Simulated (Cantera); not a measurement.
A perfectly stirred reactor is fed with H2 : O2 = 0.027 : 1 (molar parts), equivalence ratio 0.013, at 0.0267 bar; it is held at 1025 K, and followed from long to short residence time.

Computed with Cantera and GRI-Mech 3.0 (53 species, 325 reactions). Radical loss at walls, strong at low pressure, is not modelled.

Problem. What does this change do: pressure from 0.0267 bar to 0.0133 bar?

Solution. 
```
quantity                  before     after
----------------------  --------  --------
x(H2) at τ = 8.50 s      6.16e-5   7.18e-5
x(O2) at τ = 8.50 s        0.973     0.973
x(H2O2) at τ = 8.50 s    6.01e-8   3.93e-8
x(HO2) at τ = 8.50 s     9.70e-7   8.53e-7
x(O) at τ = 8.50 s      0.000149  0.000368
x(H2) at τ = 42.0 ms     0.00121   0.00148
x(O2) at τ = 42.0 ms       0.970     0.966
x(H2O2) at τ = 42.0 ms   2.12e-7   1.12e-7
x(HO2) at τ = 42.0 ms    6.44e-6   4.11e-6
x(O) at τ = 42.0 ms      0.00319   0.00648
```
